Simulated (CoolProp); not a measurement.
A single-stage vapour-compression cycle with the fluid: evaporating at 212.15 K (dew point), condensing at 275.15 K (bubble point), superheat 10 K, subcooling 0 K, compressor efficiency 0.6, no pressure losses. The same conditions are run with several fluids, on thermodynamics alone (safety and materials aside).

Computed with CoolProp (reference Helmholtz-energy equation of state of each fluid (C3F8 (R218): Lemmon 2006; propane: Lemmon 2009; R404A: Lemmon 2003; ammonia: Gao 2020; R152A: Outcalt 1996; fluoroethane (R161): Wu 2012)). Blends and air are pseudo-pure fits.

Problem. Rank C3F8 (R218), propane, R404A, ammonia, R152A, fluoroethane (R161) by cooling COP, highest first.

Solution. R152A (1.57), fluoroethane (R161) (1.56), propane (1.55), R404A (1.45), ammonia (1.44), C3F8 (R218) (1.25)

| fluid | pressure ratio | discharge temperature (K) | refrigerating effect (kJ/kg) | volumetric capacity (kJ/m³) |
|---|---|---|---|---|
| C3F8 (R218) | 15.2 | 292.1 | 57.3 | 174 |
| propane | 12.5 | 351.5 | 312 | 306 |
| R404A | 14.5 | 341.2 | 135 | 328 |
| ammonia | 22.6 | 582.8 | 1180 | 225 |
| R152A | 20.1 | 388.7 | 267 | 136 |
| fluoroethane (R161) | 15.5 | 394.2 | 333 | 263 |
